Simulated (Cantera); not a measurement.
An isothermal, constant-pressure homogeneous reactor starts with 56.2 % NH3, 43.8 % H2, at 2300 K and 1.00 bar.

Cantera simulation using the gas-phase N/H chemistry of the illustrative SiF4/NH3 mechanism in the Surface Chemkin manual (1991); the numbers are that mechanism's predictions, not measurements. Walls and surfaces, which speed up NH3 decomposition in real reactors, are not modelled.

x: mole fraction; the columns are a selection and need not sum to one.

```tsv
t (s)	x NH3	x H2	x H	x N2H4	x N
3.00e-5	0.554	0.441	0.000713	4.46e-7	4.93e-6
7.73e-5	0.540	0.451	0.000768	4.70e-7	5.63e-6
0.000199	0.506	0.474	0.000822	4.28e-7	5.75e-6
0.000514	0.430	0.525	0.000954	3.40e-7	6.00e-6
0.00132	[?]	[?]	[?]	[?]	6.39e-6
0.00341	0.122	0.735	0.00197	6.05e-8	6.81e-6
0.00879	0.0160	0.805	0.00420	3.93e-9	7.10e-6
0.0227	0.000424	0.812	0.00869	1.16e-11	1.66e-6
0.0584	8.50e-5	0.812	0.00878	<1e-12	3.45e-7
0.151	2.78e-5	0.812	0.00878	<1e-12	1.13e-7
0.388	[?]	0.812	0.00878	<1e-12	[?]
1.00	5.16e-6	0.812	0.00878	<1e-12	2.10e-8
```

**Question.** Complete the blanks.

**Answer.** 
- 0.00132, x NH3: 0.292
- 0.00132, x H2: 0.619
- 0.00132, x H: 0.00126
- 0.00132, x N2H4: 1.99e-7
- 0.388, x NH3: 1.06e-5
- 0.388, x N: 4.31e-8
